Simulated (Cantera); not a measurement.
An adiabatic, constant-volume homogeneous reactor starts with CH₄ : O₂ : N₂ : H₂O = 1 : 2.5 : 8.25 : 0.42 (molar parts), equivalence ratio 0.80, at 1023 K and 3750 Torr. Integrator tolerance rtol = 1e-08.

Cantera simulation using GRI-Mech 3.0 (53 species, 325 reactions); the numbers are that mechanism's predictions, not measurements.

Problem. What does this change do: pressure from 3750 Torr to 750 Torr?

Solution. 
```tsv
quantity	before	after
time of steepest temperature rise	98.5 ms	not reached
temperature at 0.300 s	2777 K	1025 K
equilibrium temperature	2777 K	2687 K
x(CH₄) at 0.300 s	<1e-12 (gas-phase equilibrium <1e-12)	0.0819 (gas-phase equilibrium <1e-12)
x(O₂) at 0.300 s	0.0380 (gas-phase equilibrium 0.0380)	0.205 (gas-phase equilibrium 0.0407)
x(H₂O) at 0.300 s	0.183 (gas-phase equilibrium 0.183)	0.0347 (gas-phase equilibrium 0.177)
x(CO) at 0.300 s	0.0130 (gas-phase equilibrium 0.0130)	3.22e-5 (gas-phase equilibrium 0.0176)
x(C₂H₂) at 0.300 s	<1e-12 (gas-phase equilibrium <1e-12)	1.69e-10 (gas-phase equilibrium <1e-12)
x(H₂) at 0.300 s	0.00506 (gas-phase equilibrium 0.00506)	2.53e-5 (gas-phase equilibrium 0.00744)
x(NO₂) at 0.300 s	1.50e-5 (gas-phase equilibrium 1.50e-5)	<1e-12 (gas-phase equilibrium 6.73e-6)
```
